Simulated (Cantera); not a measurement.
Input: 1 mol CsOH, 3.1 mol H₂O, 3.4 mol O₂, at 54.0 mbar.

These are equilibrium values from Cantera (NASA tables, ideal gas, pure condensed phases), not measurements of a reactor. Candidate condensed phases: Cs, CsOH, H₂O; 15 gas species. Rates play no part. All values below are at 1600 K.

Base state: O₂ 0.453, H₂O 0.413, CsOH 0.133, OH 0.000904, Cs 0.000358, O 4.20e-5, H₂ 1.75e-5, CsO 1.11e-5 (mole fractions); condensed: gas only.

Q: What changes in the equilibrium state with this change: pressure from 54.0 mbar to 80.0 Pa?

A: 
```csv
species,before,after
O₂,0.453,0.451
H₂O,0.413,0.413
CsOH,0.133,0.124
Cs,0.000358,0.00791
OH,0.000904,0.00259
H,9.79e-7,2.31e-5
H₂,1.75e-5,0.000144
```
